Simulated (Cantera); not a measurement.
A perfectly stirred reactor is fed with CH4 : C2H6 : C3H8 : O2 : N2 = 1 : 1 : 0.21 : 7.2 : 27.1 (molar parts), at 12.8 atm; it is adiabatic with a 625 K inlet, and is followed from long to short residence time, starting on the burning branch (τ in s: 0.11, 0.051, 0.022, 0.0099, 0.0044, 0.002, 0.00086, 0.00038, 0.00017, 7.5e-05).

Cantera simulation using GRI-Mech 3.0 (53 species, 325 reactions); the numbers are that mechanism's predictions, not measurements. The pressure lies above the range GRI-Mech 3.0 was tuned for (to about 10 atm).

x: mole fraction; the columns are a selection and need not sum to one.

| τ (s) | T (K) | x CH4 | x C2H6 | x C3H8 | x NO | x O2 | x CH2O | x C2H4 |
|---|---|---|---|---|---|---|---|---|
| 0.11 | 2404 | 1.02e-7 | 9.03e-9 | 2.46e-9 | ? | 0.0168 | 3.83e-8 | 3.63e-8 |
| 0.051 | 2404 | 2.18e-7 | 1.94e-8 | 5.27e-9 | ? | 0.0170 | 8.20e-8 | 7.76e-8 |
| 0.022 | 2405 | 4.95e-7 | 4.45e-8 | 1.21e-8 | ? | 0.0174 | 1.88e-7 | 1.77e-7 |
| 0.0099 | 2405 | 1.06e-6 | 9.75e-8 | 2.64e-8 | ? | 0.0179 | 4.09e-7 | 3.87e-7 |
| 0.0044 | 2404 | 2.27e-6 | 2.16e-7 | 5.82e-8 | ? | 0.0185 | 8.86e-7 | 8.47e-7 |
| 0.0020 | 2399 | 4.63e-6 | 4.69e-7 | 1.24e-7 | ? | 0.0192 | 1.83e-6 | 1.80e-6 |
| 0.00086 | 2387 | 9.45e-6 | 1.07e-6 | 2.74e-7 | ? | 0.0201 | 3.79e-6 | 3.91e-6 |
| 0.00038 | 2365 | 1.79e-5 | 2.34e-6 | 5.71e-7 | ? | 0.0214 | 7.25e-6 | 7.96e-6 |
| 0.00017 | 2333 | 3.28e-5 | 5.00e-6 | 1.14e-6 | ? | 0.0233 | 1.32e-5 | 1.52e-5 |
| 7.5e-5 | 2287 | 6.19e-5 | 1.08e-5 | 2.28e-6 | ? | 0.0259 | 2.43e-5 | 2.77e-5 |

### Question
Fill in the missing entries.

### Answer

- 0.11, x NO: 0.00474
- 0.051, x NO: 0.00432
- 0.022, x NO: 0.00358
- 0.0099, x NO: 0.00270
- 0.0044, x NO: 0.00183
- 0.0020, x NO: 0.00118
- 0.00086, x NO: 0.000735
- 0.00038, x NO: 0.000482
- 0.00017, x NO: 0.000328
- 7.5e-5, x NO: 0.000224
